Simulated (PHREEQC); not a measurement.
A made-up water analysis in mg/L, 46 °C, pH 8.66, pe 11.4:

```
constituent         mg/L
------------------  ----
Na                   108
K                   31.5
Ca                    81
Mg                  36.4
Cl                   174
S(6) as SO4          256
Alkalinity as HCO3   137
Cd                  3.21
Cu(2)               21.2
Si as SiO2          18.4
```

Valence states are taken as typed.

Computed with PHREEQC (ion-association model, wateq4f.dat).

```tsv
quantity	before	after
ionic strength (mol/kgw)	0.0155	0.0161
HCO3- (mol/kgw)	0.00114	0.00131
MgSO4 (mol/kgw)	0.000325	0.000232
H4SiO4 (mol/kgw)	0.000267	0.000285
CaCO3 (mol/kgw)	8.46e-5	4.31e-5
CO3-2 (mol/kgw)	4.89e-5	4.04e-5
SI of Quartz (SiO2)	+0.18	+0.44
SI of Magnesite (MgCO3)	+0.64	+0.31
```

Q: What was changed between the two runs?
(A) Si from 18.4 to 36.8 mg/L
(B) temperature from 46 to 25 °C at the same typed pH
(C) K from 31.5 to 63 mg/L

A: B, temperature from 46 to 25 °C at the same typed pH

No solid was allowed to form. Some of these states are supersaturated (in Otavite, Malachite, for instance). At this temperature some constants are extrapolated from 25 °C, and those without enthalpy data are left unchanged. The database's constant for dissolved Cu(OH)2 is higher than later reviews accept.
